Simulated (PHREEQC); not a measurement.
Consider water at 20 °C with 2.1 mmol/kgw H2S, 0.031 mmol/kgw HCl and 11 mmol/kgw ZnCl2. Closed to the air; pH follows from the charge balance.

Computed with PHREEQC (ion-association model, phreeqc.dat).

Each row changes one thing in this solution. This is a speciation only: nothing precipitates in the calculation.

```tsv
case	pH	ionic strength (mol/kgw)	HS- (mol/kgw)
as made	2.78	0.0316	1.71e-8
ZnCl2 left out	4.44	3.67e-5	5.66e-6
diluted 5-fold with water	3.45	0.00639	1.34e-8
temperature from 20 to 85 °C	2.76	0.0280	2.05e-8
ZnCl2 replaced by KCl at the same molality	4.46	0.0110	6.67e-6
ZnCl2 replaced by BaCl2 at the same molality	4.48	0.0330	7.35e-6
```

Complexes and solids missing from the database can't appear. Some of these states are supersaturated (in Sphalerite (slow to form), for instance). At this temperature some constants are extrapolated from 25 °C, and those without enthalpy data are left unchanged.
